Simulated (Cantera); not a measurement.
An isothermal, constant-pressure homogeneous reactor starts with CO : O2 : H2O : N2 = 0.002 : 0.017 : 0.0015 : 1 (molar parts), equivalence ratio 0.059, at 1300 K and 3.10 bar. Integrator tolerance rtol = 1e-08.

Model: GRI-Mech 3.0 (53 species, 325 reactions), integrated in Cantera.

### Question
What does this change do: 0.0015 parts CH4 added?

### Answer
```json
[
 {"quantity": "x(CO) at 20.0 s", "before": "1.37e-9 (gas-phase equilibrium 1.37e-9)", "after": "2.66e-9 (gas-phase equilibrium 2.66e-9)"},
 {"quantity": "x(O2) at 20.0 s", "before": "0.0157 (gas-phase equilibrium 0.0156)", "after": "0.0127 (gas-phase equilibrium 0.0127)"},
 {"quantity": "x(H2O) at 20.0 s", "before": "0.00147 (gas-phase equilibrium 0.00147)", "after": "0.00441 (gas-phase equilibrium 0.00441)"},
 {"quantity": "x(CO2) at 20.0 s", "before": "0.00196 (gas-phase equilibrium 0.00196)", "after": "0.00343 (gas-phase equilibrium 0.00343)"},
 {"quantity": "x(NO) at 20.0 s", "before": "1.61e-7 (gas-phase equilibrium 0.000121)", "after": "1.13e-7 (gas-phase equilibrium 0.000109)"}
]
```
